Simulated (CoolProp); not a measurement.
The fluid at 404.14 K and 1.29 MPa is throttled through a valve to 0.143 MPa with no heat exchange. The same conditions are run with several fluids, on thermodynamics alone (safety and materials aside).

Computed with CoolProp (reference Helmholtz-energy equation of state of each fluid (n-perfluorohexane: Gao 2022; the fluoroketone C6F12O (FK-5-1-12): McLinden 2015; n-octane: Beckmüller 2019; methanol: de Reuck 1993; isohexane: Lemmon 2006)).

```json
[
 {"fluid": "n-perfluorohexane", "temperature change (K)": "-63.3", "final phase": "two-phase, vapour fraction 0.912", "final density (kg/m³)": "20.3"},
 {"fluid": "the fluoroketone C6F12O (FK-5-1-12)", "temperature change (K)": "-71.2", "final phase": "gas", "final density (kg/m³)": "17.8"},
 {"fluid": "n-octane", "temperature change (K)": "+0.3", "final phase": "liquid", "final density (kg/m³)": "606"},
 {"fluid": "methanol", "temperature change (K)": "-57.5", "final phase": "two-phase, vapour fraction 0.171", "final density (kg/m³)": "9.83"},
 {"fluid": "isohexane", "temperature change (K)": "-59.5", "final phase": "two-phase, vapour fraction 0.501", "final density (kg/m³)": "9.08"}
]
```
